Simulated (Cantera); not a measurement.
A freely propagating, adiabatic, planar premixed flame of CH4 : H2 : O2 : N2 : H2O = 1 : 0.17 : 2.08 : 9.38 : 0.61 (molar parts), equivalence ratio 1.0, unburnt at 598 K and 101000 Pa; mixture-averaged transport, grid criteria slope 0.08 and curve 0.16, no radiation.

Computed with Cantera and GRI-Mech 3.0 (53 species, 325 reactions). Burning velocities carry a grid error of a few per cent, more on coarse grids.

Task: How do the results move with these cheaper or finer settings: unity-Lewis-number transport; multicomponent transport; multicomponent+Soret transport; grid criteria slope 0.5, curve 1; grid criteria slope 0.25, curve 0.5; grid criteria slope 0.03, curve 0.06?

Result: 
| setting | laminar burning velocity | thermal thickness | peak x(C2H2) | peak x(C2H) | grid points |
|---|---|---|---|---|---|
| as above | 89.6 cm/s | 0.441 mm | 0.000107 | 1.36e-7 | 146 |
| unity-Lewis-number transport | 66.8 cm/s | 0.497 mm | 8.13e-5 | 1.18e-7 | 142 |
| multicomponent transport | 90.2 cm/s | 0.447 mm | 0.000109 | 1.39e-7 | 147 |
| multicomponent+Soret transport | 88.9 cm/s | 0.448 mm | 0.000102 | 1.29e-7 | 147 |
| grid criteria slope 0.5, curve 1 | 96.0 cm/s | 0.472 mm | 0.000105 | 1.30e-7 | 44 |
| grid criteria slope 0.25, curve 0.5 | 92.8 cm/s | 0.452 mm | 0.000106 | 1.35e-7 | 64 |
| grid criteria slope 0.03, curve 0.06 | 88.1 cm/s | 0.438 mm | 0.000107 | 1.36e-7 | 345 |
The base run took very roughly 23 core-seconds.
Unity Lewis numbers drop preferential diffusion, which matters most where H2 and H carry the flame; Soret adds thermal diffusion.
